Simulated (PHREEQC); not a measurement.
0.1 mol of Bromyrite (AgBr) is brought to equilibrium with 1 kg of water holding 0.01 mol NaCl, at 25 °C, the pH being set by adding NaOH or HCl. Oxygen alone is held at its pressure in air (log pO2 = -0.68). The system is closed to CO2. Solids allowed: Bromyrite, Cerargyrite, Ag2O. Others were left out.

Equilibrium calculation in PHREEQC: acid-base model without metal-ligand complexes, wateq4f.dat.

Question: Predict AgOH (mol/kgw) at pH = 5.2, 7.6, 10, 10.8, 11.6.

Answer: 
| pH | AgOH (mol/kgw) |
|---|---|
| 5.2 | 0 |
| 7.6 | 7.87e-13 |
| 10 | 1.98e-10 |
| 10.8 | 1.25e-9 |
| 11.6 | 8.01e-9 |
